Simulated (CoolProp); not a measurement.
Vapour-liquid equilibrium of carbon dioxide (1) + hydrogen sulfide (2) at 281.7 K; x and y are mole fractions of (1).

Values from CoolProp's multi-fluid Helmholtz-energy mixture model, Span 1996 and Lemmon 2006; pair parameters Kunz 2012.

```csv
x,"bubble pressure, mixture model (MPa)","bubble pressure, Raoult's law (MPa)","y, mixture model","y, Raoult's law"
0.05,1.636,1.468,0.207,0.148
0.125,2.055,1.695,0.387,0.320
0.2,2.405,1.922,0.493,0.452
0.275,2.696,2.149,0.564,0.556
0.35,2.941,2.375,0.617,0.640
0.425,3.154,2.602,0.660,0.709
0.5,3.343,2.829,0.699,0.767
0.575,3.519,3.056,0.735,0.817
0.65,3.686,3.283,0.773,0.860
0.725,3.846,3.510,0.812,0.897
0.8,3.999,3.737,0.856,0.930
0.875,4.142,3.964,0.905,0.958
0.95,4.269,4.191,0.960,0.984
```

The largest gap from Raoult's law is +25.5 % in bubble pressure, at x = 0.275. No azeotrope shows between x = 0.05 and 0.95.

Pair parameters are fitted to limited data, so mixtures are less certain than the pure fluids.
